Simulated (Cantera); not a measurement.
# Adiabatic ignition

An adiabatic, constant-volume homogeneous reactor starts with 33.3 % H2, 13.9 % O2, 52.4 % N2, 0.400 % NO, at 1775 K and 14300 Torr.

Detailed kinetics in Cantera: GRI-Mech 3.0 (53 species, 325 reactions). The hydrogen kinetics of GRI-Mech 3.0 are dated; newer H2 mechanisms differ, most at raised pressure. The pressure lies above the range GRI-Mech 3.0 was tuned for (to about 10 atm). Above 3000 K some thermodynamic fits are extrapolated.

| t (s) | T (K) | P (bar) | x H2 | x O2 | x NO | x H | x NO2 | x N2O | x HO2 |
|---|---|---|---|---|---|---|---|---|---|
| 5.00e-6 | 3420 | 32.9 | 0.0875 | 0.00624 | 0.00887 | 0.0255 | 3.92e-6 | 2.88e-6 | 2.26e-5 |
| 1.18e-5 | 3416 | 32.9 | 0.0883 | 0.00599 | 0.0105 | 0.0254 | 4.55e-6 | 3.05e-6 | 2.18e-5 |
| 2.79e-5 | 3415 | 32.9 | 0.0884 | 0.00595 | 0.0107 | 0.0253 | 4.65e-6 | 3.07e-6 | 2.16e-5 |
| 6.60e-5 | 3415 | 32.9 | 0.0884 | 0.00595 | 0.0108 | 0.0253 | 4.65e-6 | 3.08e-6 | 2.16e-5 |
| 0.000156 | 3415 | 32.9 | 0.0884 | 0.00595 | 0.0108 | 0.0253 | 4.65e-6 | 3.08e-6 | 2.16e-5 |
| 0.000368 | 3415 | 32.9 | 0.0884 | 0.00595 | 0.0108 | 0.0253 | 4.65e-6 | 3.08e-6 | 2.16e-5 |
| 0.000871 | 3415 | 32.9 | 0.0884 | 0.00595 | 0.0108 | 0.0253 | 4.65e-6 | 3.08e-6 | 2.16e-5 |
| 0.00206 | 3415 | 32.9 | 0.0884 | 0.00595 | 0.0108 | 0.0253 | 4.65e-6 | 3.08e-6 | 2.16e-5 |
| 0.00486 | 3415 | 32.9 | 0.0884 | 0.00595 | 0.0108 | 0.0253 | 4.65e-6 | 3.08e-6 | 2.16e-5 |
| 0.0115 | 3415 | 32.9 | 0.0884 | 0.00595 | 0.0108 | 0.0253 | 4.65e-6 | 3.08e-6 | 2.16e-5 |
| 0.0271 | 3415 | 32.9 | 0.0884 | 0.00595 | 0.0108 | 0.0253 | 4.65e-6 | 3.08e-6 | 2.16e-5 |
| 0.0641 | 3415 | 32.9 | 0.0884 | 0.00595 | 0.0108 | 0.0253 | 4.65e-6 | 3.08e-6 | 2.16e-5 |
| 0.152 | 3415 | 32.9 | 0.0884 | 0.00595 | 0.0108 | 0.0253 | 4.65e-6 | 3.08e-6 | 2.16e-5 |
| 0.358 | 3415 | 32.9 | 0.0884 | 0.00595 | 0.0108 | 0.0253 | 4.65e-6 | 3.08e-6 | 2.16e-5 |
| 0.846 | 3415 | 32.9 | 0.0884 | 0.00595 | 0.0108 | 0.0253 | 4.65e-6 | 3.08e-6 | 2.16e-5 |
| 2.00 | 3415 | 32.9 | 0.0884 | 0.00595 | 0.0108 | 0.0253 | 4.65e-6 | 3.08e-6 | 2.16e-5 |
x: mole fraction; the columns are a selection and need not sum to one.

```
Property                                                            Result
---------------------------------  ---------------------------------------
time of steepest temperature rise                                 0.341 µs
temperature at 2.00 s                                               3415 K
equilibrium temperature                                             3415 K
x(H2) at 2.00 s                      0.0884 (gas-phase equilibrium 0.0884)
x(O2) at 2.00 s                    0.00595 (gas-phase equilibrium 0.00595)
x(NO) at 2.00 s                      0.0108 (gas-phase equilibrium 0.0108)
```
